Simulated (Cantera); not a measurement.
A Cantera script and what it prints.

```python
import numpy as np
import cantera as ct

gas_names = """
    CL CLO CL2 Fe FeCL FeCL2 FeCL3 FeO Fe(OH)2 Fe2CL4 Fe2CL6 H HCL HNO HNO2 HNO3 HOCL HO2 H2 H2O H2O2 N
    NH NH2 NH3 NH2OH NO NO2 NO3 N2 N2H2 N2H4 N2O O OH O2 O3
""".split()
cond_names = """
    Fe(a) Fe(c) Fe(d) Fe(L) FeCL2(s) FeCL2(L) FeCL3(s) FeCL3(L) FeO(s) FeO(L) Fe(OH)2(s) Fe(OH)3(s)
    Fe2O3(s) Fe3O4(s) H2O(s) H2O(L) NH4CL(a) NH4CL(b)
""".split()


# ... load() reads the species with a 1 bar reference pressure and builds the phases ...
atoms = {
    'FeCl3': {'Fe': 1, 'CL': 3},
    'H2O': {'H': 2, 'O': 1},
    'N2': {'N': 2},
    'O2': {'O': 2},
}
top_T = {'Fe2O3(s)': 1830, 'Fe3O4(s)': 1870}  # K; cautious upper limits of use, not melting points


# ... equilibrate(T, P, feed) seeds the gas with the atoms and calls Mixture.equilibrate('TP', solver="vcs", rtol=1e-11, max_steps=5000) ...
results = []
feed = {'FeCl3': 1, 'H2O': 0.51, 'N2': 380, 'O2': 0.051}  # mol
T = 1500  # K
P = 7.8  # Pa
mix = equilibrate(T, P, feed)
results.append((T, P, feed, dict(zip(mix.species_names, mix.species_moles))))
x = sorted(zip(gas.X, gas.species_names), reverse=True)
print(f"T = {T:g} K  P = {P:g} Pa  gas = {mix.phase_moles(0):.4g} mol")
print("   x: " + "  ".join(f"{s} {v:.3e}" for v, s in x if v > 1e-05))
print("   condensed (mol): " + ("  ".join(f"{mix.phase(i).name} {mix.phase_moles(i):.4g}"
      for i in range(1, mix.n_phases) if mix.phase_moles(i) > 1e-12) or "none"))
```

Result:

```
T = 1500 K  P = 7.8 Pa  gas = 382.4 mol
   x: N2 9.936e-01  FeCL2 2.291e-03  HCL 1.855e-03  CL 1.408e-03  H2O 3.941e-04  O2 3.547e-04  NO 5.647e-05  OH 1.059e-05
   condensed (mol): Fe3O4(s) 0.04
```

These are equilibrium values from Cantera (NASA tables, ideal gas, pure condensed phases), not measurements of a reactor.
